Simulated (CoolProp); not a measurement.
Vapour pressure (MPa) of ammonia: the reference equation beside estimates from Tc = 132.4 °C, pc = 11.36 MPa, ω = 0.256. Clausius-Clapeyron is anchored at -8.75 °C with a constant enthalpy of vaporisation of 22.00 kJ/mol.

The numbers come from the reference Helmholtz-energy equation of state, Gao 2020 in CoolProp.

```
T (°C)  reference  Clausius-Clapeyron  van der Waals  Redlich-Kwong  Soave-Redlich-Kwong
------  ---------  ------------------  -------------  -------------  -------------------
-42.55    0.06238             0.07050         0.7186         0.1293              0.05940
-25.65     0.1469              0.1543          1.088         0.2775               0.1428
-8.75      0.3057              0.3057          1.569         0.5289               0.3017
8.25       0.5785              0.5597          2.177         0.9220               0.5774
25.15       1.007              0.9535          2.919          1.489                1.014
42.05       1.645               1.534          3.806          2.267                1.665
58.95       2.548               2.352          4.848          3.291                2.589
75.85       3.781               3.460          6.053          4.594                3.847
92.75       5.412               4.911          7.429          6.206                5.506
```

Absolute difference from the reference over all 9 rows, mean and median: Clausius-Clapeyron 6.5 and 6.7 %, van der Waals 321.2 and 189.9 %, Redlich-Kwong 53.3 and 47.9 %, Soave-Redlich-Kwong 1.8 and 1.6 %.
